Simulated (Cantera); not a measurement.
A closed system holds: 1 mol B, 8.3 mol O₂, 6.7 mol N₂, held at 0.660 bar.

Method: chemical equilibrium by Gibbs-energy minimisation in Cantera with the NASA 1993 tables (ideal gas, pure condensed phases). Candidate condensed phases: B, BN, B₂O₃; 17 gas species. Equilibrium is a limit: real reactors are often held back by kinetics, nucleation or transport.

### Question
At 1600 K, list the 5 most abundant gas species with their mole fractions, and the condensed phases.

### Answer
O₂ 0.528, N₂ 0.469, NO 0.00237, B₂O₃ 0.000222, BO₂ 6.54e-5. Condensed: B₂O₃(l).
